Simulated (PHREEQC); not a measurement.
Make-up at 64 °C: 0.013 mol CaSO4 and 0.016 mol H2SO4 per kg of water. Closed to the air; pH follows from the charge balance.

Computed with PHREEQC (ion-association model, phreeqc.dat).

No solid was allowed to form.

Q: Order these Ca species by the share of Ca that they hold, largest first: CaSO4, CaHSO4+, Ca+2.

A: Ca+2 (68 %), CaSO4 (26 %), CaHSO4+ (5.7 %)

Q: Order these S species by the share of S that they hold, largest first: SO4-2, CaSO4, CaHSO4+, HSO4-.

A: HSO4- (55 %), SO4-2 (31 %), CaSO4 (12 %), CaHSO4+ (2.6 %)

The pH is 1.89 and the ionic strength 0.0515 mol/kgw. Complexes and solids missing from the database can't appear. Constants without temperature data keep their 25 °C values here.
